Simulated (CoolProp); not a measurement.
Vapour-liquid equilibrium of R22 (1) + R142b (2) at 0.76 bar; x and y are mole fractions of (1).

Values from CoolProp's multi-fluid Helmholtz-energy mixture model, Kamei 1995 and Lemmon 2006; pair parameters Bell 2016.

```tsv
x	bubble temperature (K)	y at the bubble point	dew temperature at overall composition x (K)	liquid density (mol/L)
0.05	254.3	0.158	256.3	12.23
0.2	247.4	0.476	253.5	12.83
0.35	242.0	0.668	250.3	13.45
0.5	237.6	0.796	246.8	14.10
0.65	233.7	0.886	242.6	14.77
0.8	230.2	0.948	237.4	15.49
0.95	227.3	0.990	230.1	16.24
```

No azeotrope shows between x = 0.05 and 0.95.

The pair parameters rest on a limited set of measurements; away from them the model extrapolates.
